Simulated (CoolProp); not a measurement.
Vapour-liquid equilibrium of cyclohexane (1) + p-xylene (2) at 459.9 K; x and y are mole fractions of (1).

Computed with CoolProp (multi-fluid Helmholtz-energy mixture model, Zhou 2014 and Zhou 2012; pair parameters Bell 2016).

```json
[
 {"x": "0.05", "bubble pressure, mixture model (MPa)": "___", "bubble pressure, Raoult's law (MPa)": "0.3550", "y, mixture model": "___", "y, Raoult's law": "0.153"},
 {"x": "0.2", "bubble pressure, mixture model (MPa)": "___", "bubble pressure, Raoult's law (MPa)": "0.4701", "y, mixture model": "0.450", "y, Raoult's law": "0.461"},
 {"x": "0.35", "bubble pressure, mixture model (MPa)": "___", "bubble pressure, Raoult's law (MPa)": "0.5853", "y, mixture model": "___", "y, Raoult's law": "0.648"},
 {"x": "0.5", "bubble pressure, mixture model (MPa)": "___", "bubble pressure, Raoult's law (MPa)": "0.7004", "y, mixture model": "0.737", "y, Raoult's law": "0.774"},
 {"x": "0.65", "bubble pressure, mixture model (MPa)": "0.8310", "bubble pressure, Raoult's law (MPa)": "0.8156", "y, mixture model": "0.827", "y, Raoult's law": "0.864"},
 {"x": "0.8", "bubble pressure, mixture model (MPa)": "0.9379", "bubble pressure, Raoult's law (MPa)": "0.9307", "y, mixture model": "0.905", "y, Raoult's law": "0.932"},
 {"x": "0.95", "bubble pressure, mixture model (MPa)": "1.047", "bubble pressure, Raoult's law (MPa)": "1.046", "y, mixture model": "0.976", "y, Raoult's law": "0.985"}
]
```

**Question.** What belongs in the gaps?

**Answer.** 
- 0.05, bubble pressure, mixture model (MPa): 0.3622
- 0.05, y, mixture model: 0.156
- 0.2, bubble pressure, mixture model (MPa): 0.4916
- 0.35, bubble pressure, mixture model (MPa): 0.6110
- 0.35, y, mixture model: 0.620
- 0.5, bubble pressure, mixture model (MPa): 0.7231

The largest gap from Raoult's law is +4.6 % in bubble pressure, at x = 0.2. No azeotrope shows between x = 0.05 and 0.95.

The pair parameters rest on a limited set of measurements; away from them the model extrapolates.
